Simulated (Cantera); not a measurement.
An adiabatic, constant-pressure homogeneous reactor starts with CH4 : C2H6 : O2 : N2 : CO2 = 1 : 0.12 : 1.73 : 10.5 : 1.4 (molar parts), equivalence ratio 1.4, at 1425 K and 88000 Pa. Integrator tolerance rtol = 1e-08.

Model: GRI-Mech 3.0 (53 species, 325 reactions), integrated in Cantera.

Problem. What does this change do: constant volume in place of constant pressure?

Solution. 
```tsv
quantity	before	after
time of steepest temperature rise	1.09 ms	0.984 ms
temperature at 0.300 s	2346 K	2530 K
equilibrium temperature	2346 K	2530 K
x(CH4) at 0.300 s	<1e-12 (gas-phase equilibrium <1e-12)	<1e-12 (gas-phase equilibrium <1e-12)
x(C2H6) at 0.300 s	<1e-12 (gas-phase equilibrium <1e-12)	<1e-12 (gas-phase equilibrium <1e-12)
x(O2) at 0.300 s	0.000471 (gas-phase equilibrium 0.000471)	0.00159 (gas-phase equilibrium 0.00159)
x(HCN) at 0.300 s	1.96e-9 (gas-phase equilibrium 1.96e-9)	3.89e-9 (gas-phase equilibrium 3.89e-9)
x(O) at 0.300 s	0.000150 (gas-phase equilibrium 0.000150)	0.000522 (gas-phase equilibrium 0.000522)
x(H2O) at 0.300 s	0.132 (gas-phase equilibrium 0.132)	0.130 (gas-phase equilibrium 0.130)
```

Problem. What does this change do: initial temperature 1425 to 1300 K?

Solution. 
```csv
quantity,before,after
time of steepest temperature rise,1.09 ms,3.71 ms
temperature at 0.300 s,2346 K,2248 K
equilibrium temperature,2346 K,2248 K
x(CH4) at 0.300 s,<1e-12 (gas-phase equilibrium <1e-12),<1e-12 (gas-phase equilibrium <1e-12)
x(C2H6) at 0.300 s,<1e-12 (gas-phase equilibrium <1e-12),<1e-12 (gas-phase equilibrium <1e-12)
x(O2) at 0.300 s,0.000471 (gas-phase equilibrium 0.000471),0.000149 (gas-phase equilibrium 0.000149)
x(HCN) at 0.300 s,1.96e-9 (gas-phase equilibrium 1.96e-9),1.88e-9 (gas-phase equilibrium 1.99e-9)
x(O) at 0.300 s,0.000150 (gas-phase equilibrium 0.000150),4.76e-5 (gas-phase equilibrium 4.75e-5)
x(H2O) at 0.300 s,0.132 (gas-phase equilibrium 0.132),0.133 (gas-phase equilibrium 0.133)
```
